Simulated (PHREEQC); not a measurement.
Dissolve 12 mmol/kgw Ag2SO4, 0.067 mmol/kgw KBr and 0.51 mmol/kgw Cu(NO3)2 at 65 °C. Closed to the air; pH follows from the charge balance.

Equilibrium calculation in PHREEQC: ion-association model, wateq4f.dat.

No solid was allowed to form.

**Question.** What pH, ionic strength does the model give?

**Answer.** pH 5.40; ionic strength 0.0316 mol/kgw.

**Question.** In which forms is Ag present?

**Answer.** Ag+ 89 %, AgSO4- 11 % of the Ag.

Examples of supersaturated solids here: Bromyrite, Tenorite (slow to form). Others may be too. At this temperature some constants are extrapolated from 25 °C, and those without enthalpy data are left unchanged.
